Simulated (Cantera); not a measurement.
Cantera run:

```python
import numpy as np
import cantera as ct

gas_names = """
    F FO FO2 F2 F2O O O2 O3 Si SiF SiF2 SiF3 SiF4 SiO SiO2 Si2 Si3
""".split()
cond_names = """
    Si(cr) Si(L) SiO2(Lqz) SiO2(hqz) SiO2(L)
""".split()


# ... load() reads the species with a 1 bar reference pressure and builds the phases ...
atoms = {
    'SiO2': {'Si': 1, 'O': 2},
    'F2': {'F': 2},
    'O2': {'O': 2},
}
top_T = {}  # K; cautious upper limits of use, not melting points


# ... equilibrate(T, P, feed) seeds the gas with the atoms and calls Mixture.equilibrate('TP', solver="vcs", rtol=1e-11, max_steps=5000) ...
results = []
feed = {'SiO2': 1, 'F2': 1.6, 'O2': 0.12}  # mol
T = 1873  # K
P = 41000  # Pa
mix = equilibrate(T, P, feed)
results.append((T, P, feed, dict(zip(mix.species_names, mix.species_moles))))
print(gas.report(threshold=0.0001))
for i in range(1, mix.n_phases):
    print(f"{mix.phase(i).name:16s} {mix.phase_moles(i):12.5e} mol")
```

It prints:

```
       temperature   1873 K
          pressure   41000 Pa
           density   0.17248 kg/m^3
  mean mol. weight   65.511 kg/kmol
   phase of matter   gas

                          1 kg             1 kmol
                     ---------------   ---------------
          enthalpy       -9.9039e+06       -6.4882e+08  J
   internal energy       -1.0142e+07        -6.644e+08  J
           entropy            5625.7        3.6855e+05  J/K
    Gibbs function       -2.0441e+07       -1.3391e+09  J
 heat capacity c_p              1062             69576  J/K
 heat capacity c_v            935.12             61261  J/K

                      mass frac. Y      mole frac. X     chem. pot. / RT
                     ---------------   ---------------   ---------------
                 O        6.5921e-05        0.00026993           -15.025
                O2           0.26114           0.53465            -30.05
              SiF4           0.73871           0.46497           -150.35
     [  +14 minor]        8.7364e-05        0.00010862

Si(L)             0.00000e+00 mol
SiO2(L)           1.99999e-01 mol
```

These are equilibrium values from Cantera (NASA tables, ideal gas, pure condensed phases), not measurements of a reactor. The tables' values for SiF3 are old estimates; treat these amounts as uncertain. The tables hold silica as quartz up to 1696 K and as liquid above; real silica turns to tridymite and cristobalite and melts near 1996 K.
